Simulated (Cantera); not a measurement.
An isothermal, constant-pressure homogeneous reactor starts with CH₄ : CO₂ = 1 : 0.38 (molar parts), at 1500 K and 26000 Pa. Integrator tolerance rtol = 1e-08.

Model: GRI-Mech 3.0 (53 species, 325 reactions), integrated in Cantera. GRI-Mech 3.0 stops at C3 and has no aromatics, soot or wall deposition, so with more carbon than oxygen in the feed, carbon stays in small species such as C2H2 where larger ones or solid carbon would form.

Question: What does this change do: temperature 1500 to 1425 K?

Answer: 
```json
[
 {"quantity": "x(CH₄) at 3.00 s", "before": "0.122 (gas-phase equilibrium 0.0305)", "after": "0.429 (gas-phase equilibrium 0.0611)"},
 {"quantity": "x(CO₂) at 3.00 s", "before": "0.0393 (gas-phase equilibrium 1.02e-7)", "after": "0.190 (gas-phase equilibrium 1.45e-7)"},
 {"quantity": "x(H₂O₂) at 3.00 s", "before": "<1e-12 (gas-phase equilibrium <1e-12)", "after": "<1e-12 (gas-phase equilibrium <1e-12)"},
 {"quantity": "x(C₂H₆) at 3.00 s", "before": "4.48e-5 (gas-phase equilibrium 5.42e-6)", "after": "0.000258 (gas-phase equilibrium 1.67e-5)"},
 {"quantity": "x(C₂H) at 3.00 s", "before": "1.26e-8 (gas-phase equilibrium 8.29e-9)", "after": "1.15e-9 (gas-phase equilibrium 1.71e-9)"},
 {"quantity": "x(CH₃) at 3.00 s", "before": "0.000101 (gas-phase equilibrium 2.81e-5)", "after": "0.000103 (gas-phase equilibrium 2.22e-5)"}
]
```
